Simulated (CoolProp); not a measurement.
Vapour-liquid equilibrium of isopentane (1) + R365MFC (2) at 306.4 K; x and y are mole fractions of (1).

The numbers come from the multi-fluid Helmholtz-energy mixture model, Lemmon 2006 and Lemmon 2016; pair parameters Bell 2016 in CoolProp.

Task: Give the bubble pressure and the first vapour's composition at x = 0.35, 0.5, 0.575. Is there an azeotrope?

Result: x = 0.35: 1.409 bar, y = 0.567; x = 0.5: 1.463 bar, y = 0.617; x = 0.575: 1.475 bar, y = 0.637. y crosses x between x = 0.65 and 0.725: the model has an azeotrope there.

The pair parameters rest on a limited set of measurements; away from them the model extrapolates. With so large a gap from Raoult's law the liquid may split in two, which this calculation doesn't test in full.
